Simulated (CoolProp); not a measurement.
Vapour pressure (kPa) of R1336mzz(Z): the reference equation beside estimates from Tc = 444.5 K, pc = 2904 kPa, ω = 0.386. Clausius-Clapeyron is anchored at 304.1 K with a constant enthalpy of vaporisation of 27.19 kJ/mol.

Computed with CoolProp (reference Helmholtz-energy equation of state, McLinden 2020).

```
T (K)  reference  Clausius-Clapeyron  van der Waals  Redlich-Kwong  Soave-Redlich-Kwong
-----  ---------  ------------------  -------------  -------------  -------------------
294        62.35               63.83          433.1          154.4                62.00
299.1      76.34               77.17          474.4          180.3                76.03
304.1      92.36               92.36          517.3          208.6                92.13
309.1      110.9               109.9          562.7          240.1                110.8
314.1      132.3               130.1          610.7          274.8                132.4
319.1      156.8               153.1          661.2          313.0                157.1
324.2      185.2               179.9          715.5          355.8                185.9
329.2      216.9               209.7          771.4          401.6                218.0
```

Absolute difference from the reference over all 8 rows, mean and median: Clausius-Clapeyron 1.8 and 2.0 %, van der Waals 401.1 and 384.5 %, Redlich-Kwong 113.8 and 112.1 %, Soave-Redlich-Kwong 0.3 and 0.3 %.
